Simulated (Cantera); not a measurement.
A closed system holds: 1 mol CH3F, 0.018 mol CH4, 14 mol H2, equilibrated at 0.170 bar.

Method: chemical equilibrium by Gibbs-energy minimisation in Cantera with the NASA 1993 tables (ideal gas, pure condensed phases). Candidate condensed phases: C, C6H6, C7H8, C8H18; 95 gas species. Rates play no part. All values below are at 2675 K.

Base state: H2 0.810, H 0.113, HF 0.0588, C2H2 (acetylene) 0.0174, C2H 0.000246, C4H2 0.000156, C3 3.70e-5, CH3 3.09e-5 (mole fractions); condensed: C(graphite).

Q: What changes in the equilibrium state with this change: pressure from 0.170 bar to 2.90 Pa?

A: 
```json
[
 {"species": "H", "before": "0.113", "after": "0.938"},
 {"species": "HF", "before": "0.0588", "after": "0.0239"},
 {"species": "C", "before": "9.26e-6", "after": "0.0149"},
 {"species": "H2", "before": "0.810", "after": "0.00956"},
 {"species": "C2H2 (acetylene)", "before": "0.0174", "after": "1.56e-5"},
 {"species": "CH3", "before": "3.09e-5", "after": "<1e-9"},
 {"species": "C4H2", "before": "0.000156", "after": "1.06e-8"},
 {"species": "CH4", "before": "1.29e-5", "after": "<1e-9"},
 {"species": "C(graphite), mol", "before": "0.402", "after": "0"}
]
```
